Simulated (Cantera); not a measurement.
An adiabatic, constant-pressure homogeneous reactor starts with 34.6 % CO, 14.5 % H2, 10.7 % O2, 40.2 % N2, equivalence ratio 2.3, at 1700 K and 5.20 bar.

Model: GRI-Mech 3.0 (53 species, 325 reactions), integrated in Cantera. The hydrogen kinetics of GRI-Mech 3.0 are dated; newer H2 mechanisms differ, most at raised pressure.

Problem. Predict: time of steepest temperature rise; temperature at 7.00 s; equilibrium temperature; x(CO) at 7.00 s; x(H2) at 7.00 s; x(O2) at 7.00 s; x(H) at 7.00 s; x(N2O) at 7.00 s; x(NO2) at 7.00 s; x(OH) at 7.00 s.

Solution. 
- time of steepest temperature rise = 2.20 µs
- temperature at 7.00 s = 2978 K
- equilibrium temperature = 2978 K
- x(CO) at 7.00 s = 0.276 (gas-phase equilibrium 0.276)
- x(H2) at 7.00 s = 0.0392 (gas-phase equilibrium 0.0392)
- x(O2) at 7.00 s = 0.00256 (gas-phase equilibrium 0.00256)
- x(H) at 7.00 s = 0.0129 (gas-phase equilibrium 0.0129)
- x(N2O) at 7.00 s = 3.70e-7 (gas-phase equilibrium 3.70e-7)
- x(NO2) at 7.00 s = 5.68e-7 (gas-phase equilibrium 5.68e-7)
- x(OH) at 7.00 s = 0.0116 (gas-phase equilibrium 0.0116)
